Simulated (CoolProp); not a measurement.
CF4 (R14) along the isobar 0.728 MPa: density (kg/m³) from the reference equation and from simpler models built on Tc = 227.4 K, pc = 3.762 MPa, ω = 0.178; each cubic takes its own stable root.

The numbers come from the reference Helmholtz-energy equation of state, Platzer 1990 in CoolProp. This equation is an older, rougher fit.

| T (K) | phase | reference |
|---|---|---|
| 210.8 | gas | 40.11 |
| 229 | gas | 36.07 |
| 247.3 | gas | 32.87 |
| 265.5 | gas | 30.26 |
| 283.7 | gas | 28.07 |
| 302 | gas | 26.19 |
| 320.2 | gas | 24.56 |
| 338.4 | gas | 23.14 |
| 356.7 | gas | 21.88 |
| 374.9 | gas | 20.76 |
| 393.1 | gas | 19.75 |
| 411.4 | gas | 18.83 |

**Question.** How far does each simpler model (ideal gas, van der Waals, Redlich-Kwong, Peng-Robinson) lie from the reference over these 12 states: mean and median of the absolute difference, and the worst?

**Answer.** 
- ideal gas: mean 3.2 %, median 2.3 %, worst -8.9 % at 210.8 K and 0.728 MPa
- van der Waals: mean 0.5 %, median 0.5 %, worst -1.6 % at 210.8 K and 0.728 MPa
- Redlich-Kwong: mean 0.3 %, median 0.3 %, worst +0.4 % at 411.4 K and 0.728 MPa
- Peng-Robinson: mean 0.5 %, median 0.4 %, worst +0.9 % at 210.8 K and 0.728 MPa
